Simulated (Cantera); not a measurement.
A Cantera script and what it prints.

```python
import numpy as np
import cantera as ct

gas_names = """
    C CH CH2 CH3 CH2OH CH3O CH4 CH3OH CO CO2 COOH C2 C2H CHCO,ketyl C2H2,acetylene C2H2,vinylidene
    CH2CO,ketene C2H3,vinyl CH3CO,acetyl C2H4 C2H4O,ethylen CH3CHO,ethanal CH3COOH (HCOOH)2 C2H5 C2H6
    CH3OCH3 C2H5OH C2O C3 C3H3,propargyl C3H4,allene C3H4,propyne C3H4,cyclo- C3H5,allyl C3H6,propylene
    C3H6,cyclo- C3H6O C3H7,n-propyl C3H7,i-propyl C3H8 C3H8O,1propanol C3H8O,2propanol C3O2 C4 C4H2
    C4H4,1,3-cyclo- C4H6,butadiene C4H6,2-butyne C4H6,cyclo- C4H8,1-butene C4H8,cis2-buten
    C4H8,tr2-butene C4H8,isobutene C4H8,cyclo- (CH3COOH)2 C4H9,n-butyl C4H9,i-butyl C4H9,s-butyl
    C4H9,t-butyl C4H10,isobutane C4H10,n-butane C5 C5H6,1,3cyclo- C5H8,cyclo- C5H10,1-pentene
    C5H10,cyclo- C5H11,pentyl C5H11,t-pentyl C5H12,n-pentane C5H12,i-pentane CH3C(CH3)2CH3 C6H2
    C6H5,phenyl C6H5O,phenoxy C6H6 C6H5OH,phenol C6H10,cyclo- C6H12,1-hexene C6H12,cyclo- C6H13,n-hexyl
    C7H7,benzyl C7H8 C7H8O,cresol C7H14,1-heptene C7H15,n-heptyl C7H16,n-heptane C8H8,styrene
    C8H10,ethylbenz C8H16,1-octene C8H17,n-octyl C8H18,isooctane C8H18,n-octane C9H19,n-nonyl
    C10H8,naphthale C10H21,n-decyl C12H9,o-bipheny C12H10,bipheny H HCO HO2 H2 HCHO,formaldehy HCOOH H2O
    H2O2 O OH O2 O3
""".split()
cond_names = """
    C(gr) C6H6(L) C7H8(L) C8H18(L),n-octa H2O(s) H2O(L)
""".split()


def load(file, names, dense=False):
    # The tables refer to 1 bar. Condensed volumes are neglected.
    table = {s.name: s for s in ct.Species.list_from_file(file)}
    out = []
    for n in names:
        d = dict(table[n].input_data)
        d["thermo"] = dict(d["thermo"], **{"reference-pressure": 1e5})
        if dense:
            d["equation-of-state"] = {"model": "constant-volume", "density": "1e6 g/cm^3"}
        out.append(ct.Species.from_dict(d))
    return out


gas = ct.Solution(thermo="ideal-gas", species=load("nasa_gas.yaml", gas_names))
cond = {s.name: ct.Solution(thermo="fixed-stoichiometry", species=[s], name=s.name)
        for s in load("nasa_condensed.yaml", cond_names, dense=True)}
atoms = {
    'C3H8': {'C': 3, 'H': 8},
    'O2': {'O': 2},
    'H2': {'H': 2},
}
top_T = {'C(gr)': 4500}  # K; cautious upper limits of use, not melting points


def equilibrate(T, P, feed):
    n = {}
    for name, mol in feed.items():
        for a, k in atoms[name].items():
            n[a] = n.get(a, 0.0) + k * mol
    gas.TPX = T, P, n
    mass = sum(n.values()) * gas.mean_molecular_weight
    gas.equilibrate("TP")
    valid = [c for c in cond.values() if c.min_temp <= T <= top_T.get(c.name, c.max_temp)]
    mix = ct.Mixture([(gas, mass / gas.mean_molecular_weight)] + [(c, 0.0) for c in valid])
    mix.T, mix.P = T, P
    mix.equilibrate("TP", solver="vcs", rtol=1e-11, max_steps=5000)
    return mix


results = []
feed = {'C3H8': 1, 'O2': 0.078, 'H2': 57}  # mol
P = 1333.22  # Pa
for T in [2100, 2200, 2300, 2400, 2500, 2600, 2700]:
    mix = equilibrate(T, P, feed)
    results.append((T, P, feed, dict(zip(mix.species_names, mix.species_moles))))
    x = sorted(zip(gas.X, gas.species_names), reverse=True)
    print(f"T = {T:g} K  P = {P:g} Pa  gas = {mix.phase_moles(0):.4g} mol")
    print("   x: " + "  ".join(f"{s} {v:.3e}" for v, s in x if v > 1e-06))
    print("   condensed (mol): " + ("  ".join(f"{mix.phase(i).name} {mix.phase_moles(i):.4g}"
          for i in range(1, mix.n_phases) if mix.phase_moles(i) > 1e-12) or "none"))
```

It prints:

```
T = 2100 K  P = 1333.22 Pa  gas = 61.98 mol
   x: H2 9.695e-01  H 2.657e-02  CO 2.517e-03  C2H2,acetylene 1.401e-03  CH4 4.134e-06  CH3 2.209e-06
   condensed (mol): C(gr) 2.67
T = 2200 K  P = 1333.22 Pa  gas = 62.64 mol
   x: H2 9.476e-01  H 4.748e-02  CO 2.490e-03  C2H2,acetylene 2.428e-03  C2H 4.215e-06  CH4 3.147e-06  CH3 3.021e-06  C4H2 2.534e-06
   condensed (mol): C(gr) 2.538
T = 2300 K  P = 1333.22 Pa  gas = 63.71 mol
   x: H2 9.135e-01  H 8.011e-02  C2H2,acetylene 3.947e-03  CO 2.449e-03  C2H 1.564e-05  C4H2 6.985e-06  CH3 3.924e-06  CH4 2.382e-06  C2H2,vinylidene 1.471e-06  C3 1.254e-06
   condensed (mol): C(gr) 2.336
T = 2400 K  P = 1333.22 Pa  gas = 65.34 mol
   x: H2 8.635e-01  H 1.280e-01  C2H2,acetylene 6.020e-03  CO 2.387e-03  C2H 5.135e-05  C4H2 1.727e-05  C3 7.356e-06  CH3 4.817e-06  C2H2,vinylidene 3.296e-06  C 2.980e-06  CH4 1.767e-06  CH2 1.432e-06
   condensed (mol): C(gr) 2.043
T = 2500 K  P = 1333.22 Pa  gas = 67.74 mol
   x: H2 7.947e-01  H 1.941e-01  C2H2,acetylene 8.597e-03  CO 2.303e-03  C2H 1.508e-04  C4H2 3.841e-05  C3 3.728e-05  C 1.248e-05  C2H2,vinylidene 6.701e-06  CH3 5.549e-06  C2 3.435e-06  CH2 2.807e-06  CH 1.555e-06  CH4 1.263e-06
   condensed (mol): C(gr) 1.638
T = 2600 K  P = 1333.22 Pa  gas = 71.12 mol
   x: H2 7.062e-01  H 2.794e-01  C2H2,acetylene 1.145e-02  CO 2.193e-03  C2H 3.988e-04  C3 1.661e-04  C4H2 7.696e-05  C 4.679e-05  C2 1.560e-05  C2H2,vinylidene 1.235e-05  CH3 5.938e-06  CH2 5.006e-06  CH 4.369e-06
   condensed (mol): C(gr) 1.092
T = 2700 K  P = 1333.22 Pa  gas = 75.69 mol
   x: H2 6.004e-01  H 3.813e-01  C2H2,acetylene 1.416e-02  CO 2.061e-03  C2H 9.544e-04  C3 6.601e-04  C 1.589e-04  C4H2 1.387e-04  C2 6.320e-05  C2H2,vinylidene 2.060e-05  CH 1.107e-05  CH2 8.103e-06  CH3 5.837e-06  C5 4.401e-06  C6H2 1.433e-06
   condensed (mol): C(gr) 0.335
```

Equilibrium computed with Cantera from the NASA thermochemical tables; the gas is ideal and each condensed phase is pure.
